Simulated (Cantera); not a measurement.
**Formation from one mole of F2**

Cantera with NASA thermochemical tables; ideal gases at 1 bar, condensed phases pure. Values are per mole of reaction as written; species without (g) are pure solids or liquids, kept so even where they would boil at 1 bar.

Cu + F2(g) → CuF2(g)

```
T (K)  ΔH° (kJ)  ΔS° (J/K)  ΔG° (kJ)  log10 K
-----  --------  ---------  --------  -------
300      -267.0       31.1    -276.3    48.11
773      -270.3       24.3    -289.1    19.54
798      -270.5       24.1    -289.7    18.97
823      -270.7       23.8    -290.3    18.43
848      -270.9       23.6    -290.9    17.92
873      -271.1       23.4    -291.5    17.44
898      -271.3       23.1    -292.1    16.99
923      -271.5       22.9    -292.7    16.56
948      -271.8       22.7    -293.3    16.16
973      -272.0       22.5    -293.8    15.77
998      -272.2       22.2    -294.4    15.41
1023     -272.4       22.0    -294.9    15.06
```

0.6667 Al + F2(g) → 0.6667 AlF3(g)

```tsv
T (K)	ΔH° (kJ)	ΔS° (J/K)	ΔG° (kJ)	log10 K	condensed phases
300	-806.2	-37.2	-795.1	138.43	Al(s)
773	-808.2	-41.4	-776.2	52.45	Al(s)
798	-808.4	-41.5	-775.2	50.74	Al(s)
823	-808.5	-41.7	-774.2	49.13	Al(s)
848	-808.6	-41.9	-773.1	47.62	Al(s)
873	-808.8	-42.0	-772.1	46.20	Al(s)
898	-808.9	-42.2	-771.0	44.85	Al(s)
923	-809.1	-42.4	-770.0	43.57	Al(s)
948	-816.3	-50.1	-768.8	42.36	Al(l)
973	-816.5	-50.3	-767.5	41.20	Al(l)
998	-816.6	-50.4	-766.3	40.11	Al(l)
1023	-816.7	-50.5	-765.0	39.06	Al(l)
```

H2(g) + F2(g) → 2 HF(g)

```csv
T (K),ΔH° (kJ),ΔS° (J/K),ΔG° (kJ),log10 K
300,-545.1,14.1,-549.3,95.64
773,-547.5,9.6,-554.9,37.50
798,-547.7,9.3,-555.2,36.34
823,-547.9,9.1,-555.4,35.25
848,-548.1,8.9,-555.6,34.22
873,-548.2,8.7,-555.8,33.26
898,-548.4,8.5,-556.1,32.34
923,-548.6,8.3,-556.3,31.48
948,-548.8,8.1,-556.5,30.66
973,-548.9,8.0,-556.7,29.88
998,-549.1,7.8,-556.9,29.15
1023,-549.3,7.6,-557.1,28.44
```
